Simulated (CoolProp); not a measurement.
A Linde-Hampson liquefier for methane: isothermal reversible compression at 300 K from 1 atm to 20 MPa, throttling to 1 atm, return gas leaving the recuperator 2 K below the feed. Each further row changes one setting.

Computed with CoolProp (reference Helmholtz-energy equation of state, Setzmann 1991).

```csv
case,liquid yield per pass,compression work (kJ/kg of gas)
as stated,?,779
high pressure 40 MPa,?,877
warm-end temperature 330 K,0.143,873
warm-end gap 7 K,?,779
```

Fill in the missing entries.


- as stated, liquid yield per pass: 0.191
- high pressure 40 MPa, liquid yield per pass: 0.245
- warm-end gap 7 K, liquid yield per pass: 0.181
